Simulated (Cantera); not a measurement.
## Adiabatic ignition

An adiabatic, constant-pressure homogeneous reactor starts with H2 : O2 : N2 = 1 : 1 : 3.76 (molar parts), at 1075 K and 1.01 bar.

Detailed kinetics in Cantera: the H2/O2 subset of GRI-Mech 3.0, which has no nitrogen chemistry.

```tsv
t (s)	T (K)	x H2	x O2	x H	x OH	x O
1.00e-6	1075	0.174	0.174	1.40e-10	6.19e-12	9.66e-12
4.06e-6	1075	0.174	0.174	6.28e-10	4.67e-11	1.02e-10
1.65e-5	1075	0.174	0.174	7.50e-9	6.57e-10	1.58e-9
6.69e-5	1075	0.174	0.174	1.46e-5	1.35e-6	3.14e-6
0.000272	2203	0.00352	0.0913	0.00172	0.0123	0.00424
0.00110	2272	0.00107	0.0929	0.000274	0.00732	0.00128
0.00448	2272	0.00107	0.0929	0.000273	0.00731	0.00128
0.0182	2272	0.00107	0.0929	0.000273	0.00731	0.00128
0.0739	2272	0.00107	0.0929	0.000273	0.00731	0.00128
0.300	2272	0.00107	0.0929	0.000273	0.00731	0.00128
```
x: mole fraction; the columns are a selection and need not sum to one.

```
Item                                                                   Value
---------------------------------  -----------------------------------------
time of steepest temperature rise                                   0.113 ms
temperature at 0.300 s                                                2272 K
equilibrium temperature                                               2272 K
x(H2) at 0.300 s                     0.00107 (gas-phase equilibrium 0.00107)
x(O2) at 0.300 s                       0.0929 (gas-phase equilibrium 0.0929)
x(H) at 0.300 s                    0.000273 (gas-phase equilibrium 0.000273)
```
